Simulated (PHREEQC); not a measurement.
A solution holds 0.037 mol K2SO4 per kg of water, at 25 °C. Closed to the air; pH follows from the charge balance.

The numbers come from PHREEQC with the Pitzer model, pitzer.dat.

No solid was allowed to form.

Q: Estimate the specific conductance, osmotic coefficient.

A: specific conductance 8580 µS/cm; osmotic coefficient 0.834.

Complexes and solids missing from the database can't appear.
